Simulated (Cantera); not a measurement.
Thermodynamics of roasting and sulfation, feed MgO + H2S + CO2

A closed system holds: 1 mol MgO, 1.9 mol H2S, 1.2 mol CO2, at 0.440 bar.

Method: chemical equilibrium by Gibbs-energy minimisation in Cantera with the NASA 1993 tables (ideal gas, pure condensed phases). Candidate condensed phases: C, C6H6, C7H8, C8H18, H2O, H2SO4, Mg, MgCO3, MgO, Mg(OH)2, MgS, MgSO4, S; 130 gas species. Gases not in the tables: S3 to S7. Kinetics and transport are ignored.

| T (°C) | log p H2S | log p CO2 | log p H2O | log p CO | log p S2 | log p H2 | log p COS | n MgO(s) |
|---|---|---|---|---|---|---|---|---|
| 652 | -0.65 | -0.87 | -1.51 | -1.84 | -1.97 | -2.17 | -1.81 | 1.00 |
| 702 | -0.67 | -0.89 | -1.44 | -1.68 | -1.81 | -2.02 | -1.83 | 1.00 |
| 752 | -0.70 | -0.92 | -1.37 | -1.54 | -1.68 | -1.88 | -1.87 | 1.00 |
| 802 | -0.73 | -0.96 | -1.31 | -1.43 | -1.57 | -1.75 | -1.91 | 1.00 |
| 852 | -0.77 | -0.99 | -1.25 | -1.35 | -1.47 | -1.64 | -1.97 | 1.00 |
| 902 | -0.81 | -1.04 | -1.20 | -1.27 | -1.39 | -1.55 | -2.04 | 1.00 |
| 952 | -0.86 | -1.08 | -1.16 | -1.22 | -1.33 | -1.47 | -2.11 | 1.00 |
| 1002 | -0.91 | -1.13 | -1.13 | -1.17 | -1.27 | -1.39 | -2.18 | 1.00 |
| 1052 | -0.97 | -1.17 | -1.10 | -1.13 | -1.23 | -1.33 | -2.26 | 1.00 |
| 1102 | -1.03 | -1.22 | -1.08 | -1.10 | -1.19 | -1.28 | -2.33 | 1.00 |
| 1152 | -1.09 | -1.26 | -1.06 | -1.08 | -1.16 | -1.24 | -2.41 | 1.00 |
| 1202 | -1.15 | -1.30 | -1.05 | -1.06 | -1.13 | -1.20 | -2.49 | 1.00 |
log p: log10 of the partial pressure in bar; n: condensed amount in mol.

From 652 °C to 1202 °C the condensed part is MgO(s).
